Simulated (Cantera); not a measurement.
Equilibrium for silicon oxide and oxynitride deposition: Si2H6 + NO + H2

Feed: 1 mol Si2H6, 0.22 mol NO, 1.3 mol H2, at 1.00 Torr.

Cantera equilibrium calculation (NASA polynomials, part measured and part estimated; ideal gas, pure solids and liquids). Candidate condensed phases: H2O, Si, SiO2, Si2N2O, Si3N4; 35 gas species. The feed counts by its element totals alone. Mutual solubility and eutectic melting of coexisting phases are not modelled. The tables hold silica as quartz up to 1696 K and as liquid above; real silica turns to tridymite and cristobalite and melts near 1996 K. Gases not in the tables: Si2H6 and higher silanes. Rates play no part.

```
T (°C)   x H2     x SiO      x N2       x H      x Si  n Si(s)  n SiO2(α-quartz)  n Si2N2O(s)  n SiO2(β-quartz)  n Si(l)
------  -----  --------  --------  --------  --------  -------  ----------------  -----------  ----------------  -------
527      1.00  1.09e-11    <1e-12  7.93e-11    <1e-12     1.73            0.0550        0.110                 0        0
627      1.00   3.74e-9    <1e-12   3.20e-9    <1e-12     1.73                 0        0.110            0.0550        0
727      1.00   3.91e-7    <1e-12   6.22e-8    <1e-12     1.73                 0        0.110            0.0550        0
827     1.000   1.73e-5  4.29e-11   7.08e-7  1.77e-11     1.72                 0        0.110            0.0550        0
927     1.000  0.000402   3.61e-9   5.40e-6   1.04e-9     1.72                 0        0.110            0.0541        0
1027    0.994   0.00571   1.52e-7   3.02e-5   3.25e-8     1.71                 0        0.110            0.0427        0
1127    0.975    0.0249   8.24e-6  0.000132   6.17e-7     1.67                 0        0.110                 0        0
1227    0.973    0.0258  0.000895  0.000476   7.89e-6     1.67                 0        0.106                 0        0
1327    0.927    0.0475    0.0237   0.00143   7.31e-5     1.78                 0            0                 0        0
1427    0.924    0.0474    0.0237   0.00388  0.000509        0                 0            0                 0     1.78
1527    0.917    0.0472    0.0236   0.00939   0.00238        0                 0            0                 0     1.77
```
x: gas mole fraction; n: condensed amount in mol.

At 527 °C the condensed part is Si(s) + SiO2(α-quartz) + Si2N2O(s). From 627 °C to 1027 °C the condensed part is Si(s) + SiO2(β-quartz) + Si2N2O(s). From 1127 °C to 1227 °C the condensed part is Si(s) + Si2N2O(s). At 1327 °C the condensed part is Si(s). From 1427 °C to 1527 °C the condensed part is Si(l).
